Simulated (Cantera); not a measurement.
A perfectly stirred reactor is fed with CH₄ : C₂H₆ : C₃H₈ : O₂ : N₂ : H₂O = 1 : 0.12 : 0.06 : 5.33 : 20.1 : 0.54 (molar parts), at 3.10 bar; it is adiabatic with a 448 K inlet, and is followed from long to short residence time, starting on the burning branch (τ in s: 0.059, 0.029, 0.014, 0.0071, 0.0035, 0.0017, 0.00086, 0.00043, 0.00021, 0.0001, 5.2e-05, 2.6e-05).

Computed with Cantera and GRI-Mech 3.0 (53 species, 325 reactions).

Q: What does this change do: 0.67 parts CO2 added?

A: 
| quantity | before | after |
|---|---|---|
| blow-out, bracketed by the residence times tried | burning at 0.860 ms, out at 0.430 ms | burning at 1.70 ms, out at 0.860 ms |
| x(CH₄) at τ = 59.0 ms | 1.58e-5 | 1.91e-5 |
| x(C₂H₆) at τ = 59.0 ms | 4.82e-7 | 5.89e-7 |
| x(C₃H₈) at τ = 59.0 ms | 2.56e-7 | 3.17e-7 |
| x(CH₂) at τ = 59.0 ms | 1.44e-8 | 1.38e-8 |
| x(H) at τ = 59.0 ms | 1.78e-6 | 1.64e-6 |
| x(CH₄) at τ = 0.860 ms | 0.000406 | 0.0359 |
| x(C₂H₆) at τ = 0.860 ms | 1.30e-5 | 0.00431 |
| x(C₃H₈) at τ = 0.860 ms | 6.53e-6 | 0.00216 |
| x(CH₂) at τ = 0.860 ms | 5.54e-7 | <1e-12 |
| x(H) at τ = 0.860 ms | 7.50e-5 | <1e-12 |
